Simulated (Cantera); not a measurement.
**Roasting and sulfation: MgO + H2S + O2**

Input: 1 mol MgO, 1.4 mol H2S, a varied amount of O2, at 1673.15 K and 1500000 Pa.

These are equilibrium values from Cantera (NASA tables, ideal gas, pure condensed phases), not measurements of a reactor. Candidate condensed phases: H2O, H2SO4, Mg, MgO, Mg(OH)2, MgS, MgSO4, S; 26 gas species. The numbers say what is thermodynamically allowed, not how fast it happens.

From 0.094 mol O2 to 0.39 mol O2 the condensed part is MgO(s). The main Mg-bearing gas is Mg(OH)2 throughout.

```tsv
n(O2) (mol)	x H2S	x H2O	x S2	x H2	x SO2	x SH	x S2O	n MgO(s)
0.094	0.526	0.112	0.155	0.201	0.000215	0.00529	0.000345	1.00
0.11	0.511	0.130	0.160	0.193	0.000321	0.00526	0.000431	1.00
0.12	0.502	0.141	0.163	0.188	0.000404	0.00524	0.000489	1.00
0.13	0.493	0.153	0.165	0.183	0.000500	0.00521	0.000552	1.00
0.15	0.475	0.174	0.171	0.173	0.000741	0.00516	0.000689	1.000
0.17	0.457	0.196	0.177	0.164	0.00106	0.00510	0.000844	1.000
0.19	0.439	0.216	0.182	0.155	0.00147	0.00504	0.00102	1.000
0.22	0.412	0.246	0.190	0.142	0.00230	0.00494	0.00131	1.000
0.24	0.395	0.265	0.195	0.135	0.00303	0.00486	0.00154	1.000
0.27	0.369	0.293	0.203	0.124	0.00444	0.00475	0.00191	1.000
0.31	0.337	0.327	0.211	0.111	0.00706	0.00458	0.00249	1.000
0.35	0.307	0.357	0.218	0.0990	0.0107	0.00441	0.00314	1.000
0.39	0.279	0.384	0.223	0.0890	0.0155	0.00423	0.00385	1.000
```
x: gas mole fraction; n: condensed amount in mol.
